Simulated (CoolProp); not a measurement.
Values from CoolProp's reference Helmholtz-energy equation of state, Eisenbach 2021.

Task: For propylene glycol, give the phase and the cp (kJ/(kg K)), expansivity (1/kK) at 278.65 °C and 217 bar.

Result: 
- 278.65 °C and 217 bar: liquid; cp 3.76, expansivity 1.36
